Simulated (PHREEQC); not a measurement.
A column of 1 m (40 cells, dispersivity 0.07 m, 3600 s a shift, diffusion coefficient 3e-10 m²/s) holds 0.0015 eq of the database's cation exchanger X per kg of pore water, first in equilibrium with 0.0098 mol Na2SO4, 0.0064 mol NaCl and 1e-05 mol HCl per kg of water. It is flushed with 0.00042 mol Na2SO4 and 1e-05 mol HCl per kg of water, at 25 °C. Values are for the last cell. The system is closed to CO2. No solid was allowed to form.

All values are PHREEQC results (ion-association model, phreeqc.dat), not measurements.

```tsv
pore volumes	Cl in solution (mol/kgw)	Na in solution (mol/kgw)	S in solution (mol/kgw)
0	0.00641	0.0260	0.00980
0.2125	0.00641	0.0260	0.00980
0.4125	0.00635	0.0258	0.00971
0.8125	0.00419	0.0173	0.00655
1.012	0.00267	0.0113	0.00432
1.212	0.00154	0.00684	0.00266
1.413	0.000828	0.00406	0.00162
1.613	0.000430	0.00249	0.00104
2.013	0.000112	0.00124	0.000570
2.212	5.92e-5	0.00103	0.000492
2.413	3.35e-5	0.000932	0.000454
2.612	2.11e-5	0.000884	0.000436
2.812	1.52e-5	0.000861	0.000428
3.212	1.11e-5	0.000844	0.000422
3.413	1.05e-5	0.000842	0.000421
3.612	1.02e-5	0.000841	0.000420
3.812	1.01e-5	0.000840	0.000420
4.013	1.01e-5	0.000840	0.000420
4.412	1.00e-5	0.000840	0.000420
4.612	1.00e-5	0.000840	0.000420
4.812	1.00e-5	0.000840	0.000420
5.013	1.00e-5	0.000840	0.000420
5.213	1.00e-5	0.000840	0.000420
5.612	1.00e-5	0.000840	0.000420
5.812	1.00e-5	0.000840	0.000420
6.013	1.00e-5	0.000840	0.000420
```
